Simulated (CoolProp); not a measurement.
Vapour-liquid equilibrium of benzene (1) + m-xylene (2) at 349.2 K; x and y are mole fractions of (1).

Computed with CoolProp (multi-fluid Helmholtz-energy mixture model, Thol 2012 and Zhou 2012; pair parameters Bell 2016).

| x | bubble pressure, mixture model (MPa) | bubble pressure, Raoult's law (MPa) | y, mixture model | y, Raoult's law |
|---|---|---|---|---|
| 0.05 | 0.01690 | 0.01677 | 0.270 | 0.267 |
| 0.2 | 0.02841 | 0.02823 | 0.630 | 0.633 |
| 0.35 | 0.03967 | 0.03970 | 0.782 | 0.788 |
| 0.5 | 0.05091 | 0.05117 | 0.868 | 0.874 |
| 0.65 | 0.06227 | 0.06263 | 0.923 | 0.928 |
| 0.8 | 0.07380 | 0.07410 | 0.963 | 0.965 |
| 0.95 | 0.08548 | 0.08557 | 0.992 | 0.992 |

The largest gap from Raoult's law is +0.8 % in bubble pressure, at x = 0.05. No azeotrope shows between x = 0.05 and 0.95.

Pair parameters are fitted to limited data, so mixtures are less certain than the pure fluids. The gap from Raoult's law changes sign with composition, which may be real or a fault of the pair parameters; it wasn't checked against measurements.
